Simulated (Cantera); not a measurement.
A perfectly stirred reactor is fed with CH4 : N2 = 1 : 3.8 (molar parts), at 22000 Pa; it is held at 1423 K, and followed from long to short residence time.

Model: GRI-Mech 3.0 (53 species, 325 reactions), integrated in Cantera. GRI-Mech 3.0 stops at C3 and has no aromatics, soot or wall deposition, so with more carbon than oxygen in the feed, carbon stays in small species such as C2H2 where larger ones or solid carbon would form.

Problem. What does this change do: pressure from 22000 Pa to 170 Pa?

Solution. 
| quantity | before | after |
|---|---|---|
| x(CH4) at τ = 27.0 s | 0.0894 | 0.167 |
| x(H) at τ = 27.0 s | 2.94e-6 | 5.61e-6 |
| x(CH3) at τ = 27.0 s | 3.58e-5 | 0.000361 |
| x(C2H4) at τ = 27.0 s | 0.00125 | 0.00240 |
| x(C2H2) at τ = 27.0 s | 0.0480 | 0.0147 |
| x(CH4) at τ = 72.0 ms | 0.207 | 0.208 |
| x(H) at τ = 72.0 ms | 3.47e-8 | 5.75e-9 |
| x(CH3) at τ = 72.0 ms | 7.72e-5 | 4.51e-6 |
| x(C2H4) at τ = 72.0 ms | 0.000272 | 6.87e-9 |
| x(C2H2) at τ = 72.0 ms | 6.65e-5 | 2.75e-11 |
Radical loss at walls, strong at low pressure, is not modelled.
